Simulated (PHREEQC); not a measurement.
Dissolve 7.2 mmol/kgw Cu(BF4)2, 16 mmol/kgw HNO3 and 7.4 mmol/kgw H3BO3 at 25 °C. Closed to the air; pH follows from the charge balance.

Equilibrium calculation in PHREEQC: ion-association model, wateq4f.dat.

Precipitation was switched off in this run.

Order these B species by the share of B that they hold, largest first: H3BO3, BF4-, BF2(OH)2-, BF3OH-.

BF4- (56 %), H3BO3 (38 %), BF3OH- (4.5 %), BF2(OH)2- (1.4 %)

Order these F species by the share of F that they hold, largest first: HF, BF4-, BF3OH-, F-, BF2(OH)2-.

BF4- (85 %), HF (7.8 %), BF3OH- (5.2 %), BF2(OH)2- (1.0 %), F- (0.47 %)

The pH is 1.87 and the ionic strength 0.0370 mol/kgw. Complexes and solids missing from the database can't appear. Real BF4- forms and hydrolyses slowly; the run takes it at equilibrium.
